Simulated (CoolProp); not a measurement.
Vapour pressure (kPa) of n-pentane: the reference equation beside estimates from Tc = 469.7 K, pc = 3368 kPa, ω = 0.251.

Model: reference Helmholtz-energy equation of state, Thol 2019, in CoolProp.

```json
[
 {"T (K)": "333.2", "reference": "214.9", "Lee-Kesler": "215.2", "van der Waals": "722.3", "Redlich-Kwong": "329.2", "Peng-Robinson": "214.0"},
 {"T (K)": "336.9", "reference": "238.8", "Lee-Kesler": "239.3", "van der Waals": "763.5", "Redlich-Kwong": "360.5", "Peng-Robinson": "237.8"},
 {"T (K)": "340.6", "reference": "264.6", "Lee-Kesler": "265.4", "van der Waals": "806.3", "Redlich-Kwong": "393.9", "Peng-Robinson": "263.5"},
 {"T (K)": "344.3", "reference": "292.5", "Lee-Kesler": "293.6", "van der Waals": "850.5", "Redlich-Kwong": "429.4", "Peng-Robinson": "291.3"},
 {"T (K)": "348", "reference": "322.5", "Lee-Kesler": "324.0", "van der Waals": "896.3", "Redlich-Kwong": "467.2", "Peng-Robinson": "321.3"},
 {"T (K)": "351.7", "reference": "354.9", "Lee-Kesler": "356.7", "van der Waals": "943.7", "Redlich-Kwong": "507.2", "Peng-Robinson": "353.5"},
 {"T (K)": "355.5", "reference": "390.6", "Lee-Kesler": "392.8", "van der Waals": "994.0", "Redlich-Kwong": "550.8", "Peng-Robinson": "389.2"},
 {"T (K)": "359.2", "reference": "427.9", "Lee-Kesler": "430.4", "van der Waals": "1045", "Redlich-Kwong": "595.7", "Peng-Robinson": "426.5"}
]
```

Absolute difference from the reference over all 8 rows, mean and median: Lee-Kesler 0.4 and 0.4 %, van der Waals 186.7 and 184.3 %, Redlich-Kwong 46.0 and 45.8 %, Peng-Robinson 0.4 and 0.4 %.
